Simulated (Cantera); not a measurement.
An isothermal, constant-pressure homogeneous reactor starts with CH₄ : N₂ = 1 : 23 (molar parts), at 1800 K and 0.0132 atm. Integrator tolerance rtol = 1e-08.

Detailed kinetics in Cantera: GRI-Mech 3.0 (53 species, 325 reactions). GRI-Mech 3.0 stops at C3 and has no aromatics, soot or wall deposition, so with more carbon than oxygen in the feed, carbon stays in small species such as C2H2 where larger ones or solid carbon would form. Radical loss at walls, strong at low pressure, is not modelled.

```json
[
 {"quantity": "x(CH₄) at 30.0 s", "before": "4.46e-7 (gas-phase equilibrium 6.40e-7)", "after": "6.99e-5 (gas-phase equilibrium 2.90e-5)"},
 {"quantity": "x(C₂H₄) at 30.0 s", "before": "3.68e-7 (gas-phase equilibrium 6.03e-8)", "after": "1.66e-5 (gas-phase equilibrium 2.73e-6)"},
 {"quantity": "x(CH₂) at 30.0 s", "before": "1.65e-9 (gas-phase equilibrium 2.37e-9)", "after": "5.74e-9 (gas-phase equilibrium 2.38e-9)"},
 {"quantity": "x(C₂H₆) at 30.0 s", "before": "<1e-12 (gas-phase equilibrium <1e-12)", "after": "7.46e-10 (gas-phase equilibrium 1.27e-10)"},
 {"quantity": "x(C₂H₂) at 30.0 s", "before": "0.0199 (gas-phase equilibrium 0.00327)", "after": "0.0199 (gas-phase equilibrium 0.00327)"},
 {"quantity": "x(H) at 30.0 s", "before": "0.000762 (gas-phase equilibrium 0.000763)", "after": "0.000114 (gas-phase equilibrium 0.000114)"},
 {"quantity": "x(C₂H) at 30.0 s", "before": "2.23e-6 (gas-phase equilibrium 3.66e-7)", "after": "3.31e-7 (gas-phase equilibrium 5.43e-8)"}
]
```

Task: Which change was made?
A) pressure from 0.0132 atm to 0.00661 atm
B) pressure from 0.0132 atm to 0.592 atm
C) CH4 1 to 5.7 parts
D) temperature 1800 to 1075 K

Result: B, pressure from 0.0132 atm to 0.592 atm
